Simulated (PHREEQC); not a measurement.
NaOH is added in steps, without added water, to 1 kg of water holding 0.0024 mol NiSO4 and 0.014 mol NaCl, at 25 °C. Oxygen alone is held at its pressure in air (log pO2 = -0.68). CO2 from the air is kept out. The run lets Ni(OH)2, Ni4(OH)6SO4, Halite, Mirabilite, Morenosite precipitate or redissolve, and no other solid.

Base run: PHREEQC, ion-association model, wateq4f.dat. Each further column changes one thing. The table gives Ni+2 (mol/kgw).

```csv
NaOH added (mol),base,Debye-Hückel limiting law,Davies equation for every ion,all activity coefficients set to 1,metal-ligand complexes left out
0,0.00209,0.00215,0.00209,0.00175,0.00240
0.0021,0.00117,0.00120,0.00117,0.000960,0.00135
0.004725,3.24e-5,3.33e-5,3.24e-5,2.57e-5,3.77e-5
0.006825,3.75e-12,4.49e-12,3.71e-12,1.54e-12,3.77e-12
0.00945,7.40e-13,9.03e-13,7.32e-13,2.92e-13,7.43e-13
0.01155,3.62e-13,4.48e-13,3.57e-13,1.39e-13,3.63e-13
0.01418,1.94e-13,2.45e-13,1.92e-13,7.19e-14,1.95e-13
0.01628,1.33e-13,1.71e-13,1.31e-13,4.80e-14,1.34e-13
0.0189,9.11e-14,1.19e-13,8.96e-14,3.18e-14,9.14e-14
0.021,7.07e-14,9.36e-14,6.95e-14,2.41e-14,7.10e-14
```

The database's Ni(OH)2 is the aged solid; a fresh precipitate is more soluble.
